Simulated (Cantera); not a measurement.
**Si2Cl6 + NH3 + N2 (silicon nitride deposition)**

A closed system holds: 1 mol Si2Cl6, 0.87 mol NH3, 74 mol N2, equilibrated at 63.0 Pa.

Equilibrium computed with Cantera from the NASA thermochemical tables; the gas is ideal and each condensed phase is pure. Candidate condensed phases: NH4Cl, Si, Si3N4; 28 gas species. The feed counts by its element totals alone. The tables' values for SiCl3, SiCl, SiN are old estimates; treat these amounts as uncertain. Equilibrium is a limit: real reactors are often held back by kinetics, nucleation or transport.

From 775 °C to 1075 °C the condensed part is Si3N4(s). From 1150 °C to 1675 °C nothing is condensed. The main Si-bearing gas is SiCl4 at 775 °C and SiCl2 at 1675 °C.

```csv
T (°C),x N2,x HCl,x SiCl2,x SiCl4,x Cl,x H2,x Si,n Si3N4(s)
775,0.956,0.0311,4.77e-5,0.0115,2.39e-7,0.00135,<1e-12,0.365
850,0.955,0.0314,0.000401,0.0110,1.35e-6,0.00123,<1e-12,0.359
925,0.954,0.0313,0.00240,0.00917,5.92e-6,0.00121,2.57e-12,0.327
1000,0.951,0.0307,0.00925,0.00499,1.96e-5,0.00143,1.56e-10,0.228
1075,0.947,0.0285,0.0188,0.00110,4.45e-5,0.00242,5.96e-9,0.0942
1150,0.946,0.0241,0.0243,0.000139,7.80e-5,0.00451,1.52e-7,0
1225,0.946,0.0245,0.0248,4.45e-5,0.000207,0.00429,8.77e-7,0
1300,0.945,0.0245,0.0250,1.49e-5,0.000484,0.00425,4.55e-6,0
1375,0.945,0.0242,0.0251,5.18e-6,0.00102,0.00435,2.14e-5,0
1450,0.944,0.0235,0.0250,1.87e-6,0.00197,0.00454,9.24e-5,0
1525,0.943,0.0227,0.0246,7.09e-7,0.00355,0.00471,0.000357,0
1600,0.940,0.0218,0.0235,2.93e-7,0.00622,0.00468,0.00115,0
1675,0.936,0.0212,0.0212,1.32e-7,0.0108,0.00434,0.00297,0
```
x: gas mole fraction; n: condensed amount in mol.
